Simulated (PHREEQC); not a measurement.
2.2 g of hydrous ferric oxide (600 m²/g; 0.2 weak and 0.005 strong sites per Fe, Dzombak-Morel constants, diffuse double layer) in 1 kg of water with 0.05 mol/kgw of an inert sodium salt, at 25 °C; the pH is set by adding NaOH or the inert anion's acid. Oxygen alone is held at its pressure in air (log pO2 = -0.68). No CO2 enters from the air. No solid was allowed to form.

Computed with PHREEQC (ion-association model, wateq4f.dat).

```tsv
pH	surface charge σ (C/m²)	surface potential ψ (mV)
4	0.295	159
4.5	0.240	149
5	0.182	135
5.5	[?]	118
6	0.089	99
6.5	0.058	78
7	0.034	56
7.5	0.017	31
8	0.003	6
8.5	-0.010	-20
9	[?]	-45
9.5	-0.046	[?]
10	-0.074	-90
```

**Question.** Some entries are withheld; supply them.

**Answer.** 
- 5.5, surface charge σ (C/m²): 0.131
- 9, surface charge σ (C/m²): -0.026
- 9.5, surface potential ψ (mV): -69
